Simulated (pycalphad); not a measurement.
Computed with pycalphad from the COST 507 light-alloy database (1999), at 1 atm. The database dates from 1999; later assessments differ in places, in temperatures and in the compounds included. Phase fractions are per mole of atoms. Diffusion is slow at the low end, where real alloys seldom reach equilibrium.

### Question
Give the equilibrium state of Y-0.07277Si (wt.%) at 810 K.

### Answer
```
T = 810.00 K, P = 101325 Pa, N = 1 mol of atoms
G = -44513 J/mol, H = 14001 J/mol, S = 72.24 J/(mol K)  (SER reference)
chemical potentials (J/mol): Y -44161, Si -197373
phase             fraction       x(Y)      x(Si)
HCP_A3              0.9939     1.0000      1e-14
SI3Y5               0.0061     0.6250     0.3750
```

### Question
Give the equilibrium state of Y-0.07277Si (wt.%) at 1610 K.

### Answer
hcp, fraction 0.965, with <0.01 Si wt.%; liquid, fraction 0.035, with 2.2 Si wt.%.

Database names, with the compositions (at.%) that they take in these runs: SI3Y5: Y 62 Si 37. HCP_A3 is hcp.
